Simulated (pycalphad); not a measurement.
All values are pycalphad results on the COST 507 light-alloy database (1999) (1 atm), not direct measurements. These are 1990s assessments: newer ones move some temperatures and phases. Amounts are mole fractions of atoms. Diffusion is slow at the low end, where real alloys seldom reach equilibrium.

Problem. Give the equilibrium state of Ti-0.9326Hf-4.19B (wt.%) at 1850 K.

Solution. liquid, fraction 0.811, with 1.0 Hf, 2.0 B wt.%; BM, fraction 0.189, with 0.19 Hf, 18.4 B wt.%.

Problem. Give the equilibrium state of Ti-0.9326Hf-4.19B (wt.%) at 570 K.

Solution. 
```
T = 570.00 K, P = 101325 Pa, N = 1 mol of atoms
G = -44481 J/mol, H = -20179 J/mol, S = 42.63 J/(mol K)  (SER reference)
chemical potentials (J/mol): Ti -20104, Hf -47023, B -169106
phase             fraction      x(Ti)      x(Hf)       x(B)
HCP_A3              0.6738     0.9966     0.0032   0.000132
BM                  0.3262     0.4999   6.22e-05     0.5000
```

Database names, with the compositions (at.%) that they take in these runs: BM: Ti 50 B 50. HCP_A3 is hcp.
